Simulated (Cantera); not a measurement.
Charge: 1 mol CuF₂, 0.37 mol H₂, at 0.0113 Torr.

Cantera equilibrium calculation (NASA polynomials, part measured and part estimated; ideal gas, pure solids and liquids). Candidate condensed phases: Cu, CuF₂; 15 gas species. Equilibrium is a limit: real reactors are often held back by kinetics, nucleation or transport.

Q: Which condensed phases are stable at each of these points (T (K)): 648, 748, 848, 948, 1048, 1148, 1248, 1348, 1448, 1548?

A: 
| T (K) | condensed phases | Cu condensed (%) |
|---|---|---|
| 648 | Cu(s) + CuF₂(s) | 100.0 |
| 748 | Cu(s) + CuF₂(s) | 100.0 |
| 848 | Cu(s) + CuF₂(s) | 99.4 |
| 948 | Cu(s) + CuF₂(s) | 64.8 |
| 1048 | gas only | 0.0 |
| 1148 | gas only | 0.0 |
| 1248 | gas only | 0.0 |
| 1348 | gas only | 0.0 |
| 1448 | gas only | 0.0 |
| 1548 | gas only | 0.0 |

From 648 K to 948 K the condensed part is Cu(s) + CuF₂(s). From 1048 K to 1548 K nothing is condensed.
